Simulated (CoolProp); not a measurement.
Saturation properties of hexamethyldisiloxane (MM).

The numbers come from the reference Helmholtz-energy equation of state, Thol 2016 in CoolProp.

| T (°C) | p (MPa) | liquid density (kg/m³) | surface tension (mN/m) |
|---|---|---|---|
| 8.85 | 0.002318 | 776.4 | 16.9 |
| 13.85 | 0.003082 | 771.2 | 16.4 |
| 18.95 | 0.004070 | 765.9 | 16.0 |
| 23.95 | 0.005286 | 760.6 | 15.5 |
| 29.05 | 0.006824 | 755.2 | 15.1 |
| 34.15 | 0.008718 | 749.8 | 14.6 |
| 39.15 | 0.01098 | 744.4 | 14.2 |
| 44.25 | 0.01376 | 739.0 | 13.7 |
| 49.25 | 0.01702 | 733.5 | 13.3 |

It boils at 100.5 °C under 1 atm.

Surface tension comes from a separate correlation (Mulero 2014), older than this fluid's equation and unchecked against measurements.
